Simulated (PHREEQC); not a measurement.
Synthetic water in mmol/kgw, 95 °C, pH 6.66:

| constituent | mmol/kgw |
|---|---|
| Na | 250 |
| K | 39.5 |
| Ca | 11.3 |
| Mg | 8.04 |
| Cl | 297 |
| S(6) | 9.68 |
| Alkalinity (meq/kgw) | 0.0366 |
| Br | 0.0989 |
| Si | 0.154 |

Valence states are taken as typed.

Computed with PHREEQC (Pitzer model, pitzer.dat).

```
quantity               before    after
--------------------  -------  -------
HCO3- (mol/kgw)       3.06e-5  3.63e-5
CO2 (mol/kgw)         1.00e-5  1.04e-5
MgOH+ (mol/kgw)       1.88e-6  5.39e-8
H3SiO4- (mol/kgw)     9.94e-7  3.03e-7
HSO4- (mol/kgw)       3.08e-7  6.46e-8
CO3-2 (mol/kgw)       4.84e-8  4.43e-8
SI of SiO2(a) (SiO2)    -1.60    -1.25
```

Problem. Which change was made?
(A) pH from 6.66 to 5.66 at the same alkalinity
(B) temperature from 95 to 40 °C at the same typed pH
(C) Ca from 11.3 to 5.65 mmol/kgw
(D) pH from 6.66 to 6.16 at the same alkalinity

Solution. B, temperature from 95 to 40 °C at the same typed pH

No solid was allowed to form. Constants without temperature data keep their 25 °C values here.
